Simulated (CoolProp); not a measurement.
The fluid at 746.68 K and 0.119 MPa is throttled through a valve to 0.0515 MPa with no heat exchange. The same conditions are run with several fluids, on thermodynamics alone (safety and materials aside).

The numbers come from the reference Helmholtz-energy equation of state of each fluid (oxygen: Schmidt 1985; dry air: Lemmon 2000; carbon dioxide: Span 1996; nitrogen: Span 2000; hydrogen sulfide: Lemmon 2006) in CoolProp. Blends and air are pseudo-pure fits.

```json
[
 {"fluid": "oxygen", "temperature change (K)": "(withheld)", "final density (kg/m³)": "(withheld)"},
 {"fluid": "dry air", "temperature change (K)": "+0.0", "final density (kg/m³)": "(withheld)"},
 {"fluid": "carbon dioxide", "temperature change (K)": "-0.1", "final density (kg/m³)": "0.365"},
 {"fluid": "nitrogen", "temperature change (K)": "+0.0", "final density (kg/m³)": "0.232"},
 {"fluid": "hydrogen sulfide", "temperature change (K)": "-0.2", "final density (kg/m³)": "(withheld)"}
]
```

Question: Some entries are withheld; supply them.

Answer: 
- oxygen, temperature change (K): -0.0
- oxygen, final density (kg/m³): 0.265
- dry air, final density (kg/m³): 0.240
- hydrogen sulfide, final density (kg/m³): 0.283

Above 300 K oxygen's equation is extrapolated.
